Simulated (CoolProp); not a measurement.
Computed with CoolProp (reference Helmholtz-energy equation of state, Leachman 2009).

Question: Give the vapour pressure (bar), vapour density (kg/m³), enthalpy of vaporisation (kJ/kg) of saturated normal hydrogen at 28.6, 32.6 K.

Answer: 
| T (K) | p (bar) | vapour density (kg/m³) | enthalpy of vaporisation (kJ/kg) |
|---|---|---|---|
| 28.6 | 6.37 | 7.92 | 342 |
| 32.6 | 12.0 | 20.0 | 153 |
